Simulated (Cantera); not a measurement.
Charge: 1 mol SiH4, 0.43 mol C2H2, 3.6 mol H2, 0.041 mol CH4, held at 3.08 Torr.

These are equilibrium values from Cantera (NASA tables, ideal gas, pure condensed phases), not measurements of a reactor. Candidate condensed phases: C, C6H6, C7H8, C8H18, Si, SiC; 87 gas species. Mutual solubility and eutectic melting of coexisting phases are not modelled. Gases not in the tables: Si2H6 and higher silanes. Rates play no part.

### Question
Which condensed phases are stable at each of these points (T (K)): 998, 1098, 1198, 1298, 1398, 1498, 1598, 1698, 1798, 1898?

### Answer
```tsv
T (K)	condensed phases	Si condensed (%)
998	Si(s) + SiC(s)	100.0
1098	Si(s) + SiC(s)	100.0
1198	Si(s) + SiC(s)	100.0
1298	Si(s) + SiC(s)	100.0
1398	Si(s) + SiC(s)	100.0
1498	Si(s) + SiC(s)	100.0
1598	Si(s) + SiC(s)	100.0
1698	Si(l) + SiC(s)	99.9
1798	Si(l) + SiC(s)	99.5
1898	Si(l) + SiC(s)	97.9
```

From 998 K to 1598 K the condensed part is Si(s) + SiC(s). From 1698 K to 1898 K the condensed part is Si(l) + SiC(s).
